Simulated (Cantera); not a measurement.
Standard-state values (1 bar) from the NASA 1993 polynomials, evaluated with Cantera. Values are per mole of reaction as written; species without (g) are pure solids or liquids, kept so even where they would boil at 1 bar.

3 Pb(g) + 2 NF3(g) ⇌ 3 PbF2 + N2(g)

```tsv
T (K)	ΔH° (kJ)	ΔS° (J/K)	ΔG° (kJ)	log10 K	condensed phases
798	(withheld)	(withheld)	(withheld)	(withheld)	PbF2(s)
898	-2275.7	-388.2	-1927.0	112.09	PbF2(s)
998	-2267.6	-379.7	-1888.7	98.85	PbF2(s)
1098	-2262.1	-374.5	-1851.0	88.05	PbF2(s)
1198	-2204.6	-322.8	-1817.9	79.26	PbF2(l)
1298	(withheld)	(withheld)	(withheld)	(withheld)	PbF2(l)
1398	-2177.9	-302.2	-1755.5	65.59	PbF2(l)
1498	(withheld)	(withheld)	(withheld)	(withheld)	PbF2(l)
```

Question: Complete the blanks.

Answer: 
- 798, ΔH° (kJ): -2287.0
- 798, ΔS° (J/K): -401.7
- 798, ΔG° (kJ): -1966.5
- 798, log10 K: 128.72
- 1298, ΔH° (kJ): -2191.2
- 1298, ΔS° (J/K): -312.0
- 1298, ΔG° (kJ): -1786.2
- 1298, log10 K: 71.88
- 1498, ΔH° (kJ): -2164.8
- 1498, ΔS° (J/K): -293.1
- 1498, ΔG° (kJ): -1725.7
- 1498, log10 K: 60.17
